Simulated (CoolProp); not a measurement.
Vapour-liquid equilibrium of ethane (1) + propane (2) at -29.35 °C; x and y are mole fractions of (1).

Values from CoolProp's multi-fluid Helmholtz-energy mixture model, Bücker 2006 and Lemmon 2009; pair parameters Kunz 2012.

| x | bubble pressure (bar) | y at the bubble point | dew pressure at overall composition x (bar) | liquid density (mol/L) |
|---|---|---|---|---|
| 0.05 | 2.125 | 0.219 | 1.800 | ___ |
| 0.2 | 3.332 | 0.562 | 2.082 | 13.34 |
| 0.35 | 4.570 | 0.729 | 2.467 | 13.72 |
| 0.5 | 5.874 | 0.831 | 3.022 | 14.10 |
| 0.65 | 7.264 | 0.900 | 3.888 | 14.48 |
| 0.8 | 8.745 | 0.951 | 5.410 | 14.84 |
| 0.95 | 10.31 | ___ | ___ | 15.17 |

Complete the blanks.


- 0.05, liquid density (mol/L): 12.96
- 0.95, y at the bubble point: 0.989
- 0.95, dew pressure at overall composition x (bar): 8.723

No azeotrope shows between x = 0.05 and 0.95.

The pair parameters rest on a limited set of measurements; away from them the model extrapolates.
